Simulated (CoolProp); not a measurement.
Vapour-liquid equilibrium of n-butane (1) + R113 (2) at 6.09 bar; x and y are mole fractions of (1).

Model: multi-fluid Helmholtz-energy mixture model, Bücker 2006 and Marx 1992; pair parameters Bell 2016, in CoolProp.

| x | bubble temperature, mixture model (°C) | bubble temperature, Raoult's law (°C) | y, mixture model | y, Raoult's law |
|---|---|---|---|---|
| 0.05 | 109.3 | 109.7 | 0.140 | 0.151 |
| 0.15 | 99.7 | 100.7 | 0.360 | 0.381 |
| 0.25 | 91.6 | 93.0 | 0.519 | 0.545 |
| 0.35 | 84.9 | 86.4 | 0.636 | 0.666 |
| 0.45 | 79.2 | 80.6 | 0.725 | 0.757 |
| 0.55 | 74.3 | 75.5 | 0.795 | 0.827 |
| 0.65 | 70.1 | 70.9 | 0.851 | 0.881 |
| 0.75 | 66.3 | 66.8 | 0.899 | 0.925 |
| 0.85 | 62.8 | 63.1 | 0.942 | 0.959 |
| 0.95 | 59.6 | 59.7 | 0.981 | 0.988 |

The largest gap from Raoult's law is -1.5 K in bubble temperature, at x = 0.35. No azeotrope shows between x = 0.05 and 0.95.

Pair parameters are fitted to limited data, so mixtures are less certain than the pure fluids.
